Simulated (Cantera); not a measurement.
Input (Python, Cantera) and output of one run.

```python
import numpy as np
import cantera as ct

gas_names = """
    Br Br2 H HBr H2 N NH NH2 NH3 N2 N2H2 N2H4 Si SiBr SiBr2 SiBr3 SiBr4 SiH SiHBr3 SiH2 SiH2Br2 SiH3
    SiH3Br SiH4 SiN Si2 Si2N Si3
""".split()
cond_names = """
    Br2(cr) Br2(L) Si(cr) Si(L) Si3N4(a)
""".split()


# ... load() reads the species with a 1 bar reference pressure and builds the phases ...
atoms = {
    'Si': {'Si': 1},
    'HBr': {'H': 1, 'Br': 1},
    'N2': {'N': 2},
}
top_T = {'Si3N4(a)': 2400}  # K; cautious upper limits of use, not melting points


# ... equilibrate(T, P, feed) seeds the gas with the atoms and calls Mixture.equilibrate('TP', solver="vcs", rtol=1e-11, max_steps=5000) ...
results = []
feed = {'Si': 1, 'HBr': 1.2, 'N2': 1.5}  # mol
T = 825  # K
P = 1.5  # Pa
mix = equilibrate(T, P, feed)
results.append((T, P, feed, dict(zip(mix.species_names, mix.species_moles))))
print(gas.report(threshold=0.001))
for i in range(1, mix.n_phases):
    print(f"{mix.phase(i).name:16s} {mix.phase_moles(i):12.5e} mol")
```

It prints:

```
       temperature   825 K
          pressure   1.5 Pa
           density   1.334e-05 kg/m^3
  mean mol. weight   61.005 kg/kmol
   phase of matter   gas

                          1 kg             1 kmol
                     ---------------   ---------------
          enthalpy       -1.9815e+05       -1.2088e+07  J
   internal energy       -3.1059e+05       -1.8948e+07  J
           entropy            5400.7        3.2947e+05  J/K
    Gibbs function       -4.6537e+06        -2.839e+08  J
 heat capacity c_p            545.95             33306  J/K
 heat capacity c_v            409.66             24991  J/K

                      mass frac. Y      mole frac. X     chem. pot. / RT
                     ---------------   ---------------   ---------------
               HBr           0.64813           0.48867           -42.376
                H2         0.0017635          0.053364           -31.087
                N2           0.19803           0.43125           -36.339
             SiBr4           0.15198          0.026666           -125.57
     [  +24 minor]        8.8529e-05        5.1279e-05

Br2(L)            0.00000e+00 mol
Si(cr)            0.00000e+00 mol
Si3N4(a)          3.15414e-01 mol
```

Method: chemical equilibrium by Gibbs-energy minimisation in Cantera with the NASA 1993 tables (ideal gas, pure condensed phases). N2 is the only nitrogen source here; it is nearly inert below about 1500 K, so the nitride shown seldom forms there in practice.
